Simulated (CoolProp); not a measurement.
Values from CoolProp's reference Helmholtz-energy equation of state, Gao 2022.

**Question.** For n-perfluorohexane, give the phase and the cp (kJ/(kg K)), speed of sound (m/s), Joule-Thomson coefficient (K/MPa) at 141.35 °C and 0.352 bar; 68.95 °C and 0.843 bar; 48.55 °C and 95.5 bar.

**Answer.** 
- 141.35 °C and 0.352 bar: gas; cp 0.972, speed of sound 101, Joule-Thomson coefficient 9.83
- 68.95 °C and 0.843 bar: gas; cp 0.890, speed of sound 89.0, Joule-Thomson coefficient 18.4
- 48.55 °C and 95.5 bar: liquid; cp 1.07, speed of sound 522, Joule-Thomson coefficient -0.279
